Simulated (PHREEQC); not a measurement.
Acid rinse or clean

Make-up at 45 °C: 0.025 mol/kgw HF. Closed to the air; pH follows from the charge balance.

Computed with PHREEQC (ion-association model, phreeqc.dat).

The pH comes out as 2.48 and the ionic strength is 0.00348 mol/kgw. The total alkalinity is -25.0 meq/kg.

| species | molality | activity | log γ |
|---|---|---|---|
| HF | 0.0212 | 0.0213 | 0.000 |
| H+ | 0.00348 | 0.00327 | -0.027 |
| F- | 0.00319 | 0.00298 | -0.029 |
| HF2- | 0.000289 | 0.000271 | -0.029 |

Precipitation was switched off in this run. Constants without temperature data keep their 25 °C values here.
